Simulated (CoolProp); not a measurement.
A simple Rankine cycle with 1,2-dichloroethane: condensing at 333.15 K, boiler at 0.195 MPa, turbine inlet 394.1 K, turbine efficiency 0.8, pump efficiency 0.8, no recuperator. Each further row changes one setting.

Computed with CoolProp (reference Helmholtz-energy equation of state, Thol 2015).

```
case                             thermal efficiency (%)  net work (kJ/kg)  heat in (kJ/kg)  turbine exit temperature (K)  volume ratio over the turbine
-------------------------------  ----------------------  ----------------  ---------------  ----------------------------  -----------------------------
as stated                                           9.0              34.8              388                         351.7                           3.93
turbine inlet 414.1 K                               9.0              36.8              407                         370.8                           3.92
condensing temperature 325.15 K                    10.4              41.5              399                         343.6                           5.21
boiler pressure 0.136 MPa                           6.9              26.8              389                         362.2                           2.79
turbine efficiency 0.7                              7.8              30.4              388                         356.6                           3.99
```
